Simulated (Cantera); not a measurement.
A freely propagating, adiabatic, planar premixed flame of 22.2 % H2, 18.5 % O2, 59.3 % N2, unburnt at 325 K and 1.01 bar; mixture-averaged transport, grid criteria slope 0.08 and curve 0.16, no radiation.

Computed with Cantera and the H2/O2 subset of GRI-Mech 3.0, which has no nitrogen chemistry. Burning velocities carry a grid error of a few per cent, more on coarse grids. Lean hydrogen flames are cellular in practice and burn faster than this planar one.

Problem. Predict: laminar burning velocity; thermal thickness; peak x(OH); peak x(HO2); peak x(H).

Solution. 
```json
{
 "laminar_burning_velocity": "134 cm/s",
 "thermal_thickness": "0.330 mm",
 "peak x(OH)": "0.0103",
 "peak x(HO2)": "0.000451",
 "peak x(H)": "0.0129"
}
```
